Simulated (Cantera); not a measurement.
Input: 1 mol SiHCl3, 0.48 mol HCl, 86 mol H2, at 26000 Pa.

These are equilibrium values from Cantera (NASA tables, ideal gas, pure condensed phases), not measurements of a reactor. Candidate condensed phases: Si; 19 gas species. The numbers say what is thermodynamically allowed, not how fast it happens.

Over these rows the condensed part is Si(s). Partial pressures as log10 of bar:

| T (K) | 1000/T (1/K) | log p SiCl4 | log p H2 | log p HCl |
|---|---|---|---|---|
| 1325 | 0.7547 | -4.13 | -0.60 | -2.10 |
| 1375 | 0.7273 | -4.48 | -0.60 | -2.09 |
| 1425 | 0.7018 | -4.83 | -0.60 | -2.08 |
| 1475 | 0.6780 | -5.16 | -0.60 | -2.08 |
| 1525 | 0.6557 | -5.48 | -0.60 | -2.08 |
| 1575 | 0.6349 | ? | -0.60 | -2.08 |

Question: Fit log p(SiCl4) = a + b·(1000/T) to the five rows, give the apparent enthalpy, and predict the row at 1575 K.

Answer: Means: 1000/T = 0.7035, log p = -4.816. Sxy = 0.083655, Sxx = 0.0061259, so b = 13.66 and a = -4.816 − (13.66)×0.7035 = -14.43.
Apparent enthalpy: −19.145 × (13.66) = -262 kJ/mol. With the condensed phases at unit activity, Si(s) + 4 HCl(g) = SiCl4(g) + 2 H2(g) links this pressure to the main gases: over the six rows their terms move log p by +0.08 in all, so the slope is close to that reaction's ΔH°. The five rows lie within 0.02 of the line.
Prediction at 1575 K: -14.43 + (13.66)×0.6349 = -5.76. The computed value is -5.79, 0.03 from the line.
